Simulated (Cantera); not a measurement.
Input: 1 mol Si3N4, 14 mol H2, 0.72 mol H2O, equilibrated at 100 Torr.

Method: chemical equilibrium by Gibbs-energy minimisation in Cantera with the NASA 1993 tables (ideal gas, pure condensed phases). Candidate condensed phases: H2O, Si, SiO2, Si2N2O, Si3N4; 35 gas species. Mutual solubility and eutectic melting of coexisting phases are not modelled. Gases not in the tables: Si2H6 and higher silanes. The numbers say what is thermodynamically allowed, not how fast it happens.

log p: log10 of the partial pressure in bar; n: condensed amount in mol.

| T (K) | log p H2 | log p N2 | log p SiO | log p H | log p SiH2 | n Si2N2O(s) | n Si3N4(s) | n Si(l) |
|---|---|---|---|---|---|---|---|---|
| 1273 | -0.88 | -2.67 | -10.21 | -6.59 | -10.84 | 0.720 | 0.520 | 0 |
| 1323 | -0.88 | -2.67 | -9.31 | -6.24 | -10.08 | 0.720 | 0.520 | 0 |
| 1373 | -0.88 | -2.67 | ? | ? | ? | 0.720 | 0.520 | 0 |
| 1423 | -0.88 | -2.67 | -7.70 | -5.62 | -8.73 | 0.720 | 0.520 | 0 |
| 1473 | -0.88 | -2.67 | -6.98 | -5.34 | -8.12 | 0.720 | 0.520 | 0 |
| 1523 | -0.88 | -2.67 | -6.31 | -5.08 | -7.55 | 0.720 | 0.520 | 0 |
| 1573 | -0.88 | -2.67 | -5.68 | -4.83 | -7.02 | 0.720 | 0.520 | 0 |
| 1623 | -0.88 | -2.67 | -5.09 | -4.60 | -6.53 | 0.719 | 0.520 | 0 |
| 1673 | -0.88 | -2.67 | ? | ? | ? | 0.717 | 0.521 | 0 |
| 1723 | -0.88 | -2.63 | -4.04 | -4.18 | -5.65 | 0.710 | 0.512 | 0.0336 |

Problem. Complete the blanks.

Solution. 
- 1673, log p SiO: -4.54
- 1673, log p H: -4.38
- 1673, log p SiH2: -6.06
- 1373, log p SiO: -8.48
- 1373, log p H: -5.92
- 1373, log p SiH2: -9.38
